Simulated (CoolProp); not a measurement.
Properties of hexamethyldisiloxane (MM) along the isobar 10.8 MPa.

Model: reference Helmholtz-energy equation of state, Thol 2016, in CoolProp.

```
T (K)          phase  density (kg/m³)  Joule-Thomson coefficient (K/MPa)
-----  -------------  ---------------  ---------------------------------
391.7         liquid            684.6                            -0.2962
412.4         liquid            663.8                                  …
433.2         liquid            642.4                            -0.2099
453.9         liquid            620.6                            -0.1579
474.7         liquid            598.2                                  …
495.4         liquid            575.4                           -0.02942
516.2         liquid            552.0                            0.04963
537    supercritical            528.0                             0.1400
557.7  supercritical                …                             0.2420
578.5  supercritical            479.2                             0.3564
599.2  supercritical            454.7                             0.4803
620    supercritical            430.2                             0.6101
```

Problem. Some entries are withheld; supply them.

Solution. 
- 412.4, Joule-Thomson coefficient (K/MPa): -0.2558
- 474.7, Joule-Thomson coefficient (K/MPa): -0.09794
- 557.7, density (kg/m³): 503.8
